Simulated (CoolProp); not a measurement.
Vapour-liquid equilibrium of n-butane (1) + R113 (2) at 282.5 K; x and y are mole fractions of (1).

Model: multi-fluid Helmholtz-energy mixture model, Bücker 2006 and Marx 1992; pair parameters Bell 2016, in CoolProp.

```csv
x,"bubble pressure, mixture model (kPa)","bubble pressure, Raoult's law (kPa)","y, mixture model","y, Raoult's law"
0.05,31.59,29.34,0.297,0.247
0.15,47.11,41.53,0.572,0.524
0.25,?,53.72,0.703,0.675
0.35,?,65.90,0.781,0.771
0.45,85.85,78.09,?,0.836
0.55,96.95,90.28,0.875,0.884
0.65,?,102.5,0.908,0.921
0.75,?,114.6,0.936,0.949
0.85,?,126.8,0.962,0.973
0.95,?,139.0,0.987,0.992
```

**Question.** What belongs in the gaps?

**Answer.** 
- 0.25, bubble pressure, mixture model (kPa): 61.18
- 0.35, bubble pressure, mixture model (kPa): 74.02
- 0.45, y, mixture model: 0.835
- 0.65, bubble pressure, mixture model (kPa): 107.6
- 0.75, bubble pressure, mixture model (kPa): 118.0
- 0.85, bubble pressure, mixture model (kPa): 128.6
- 0.95, bubble pressure, mixture model (kPa): 139.5

The largest gap from Raoult's law is +13.9 % in bubble pressure, at x = 0.25. No azeotrope shows between x = 0.05 and 0.95.

The pair parameters rest on a limited set of measurements; away from them the model extrapolates.
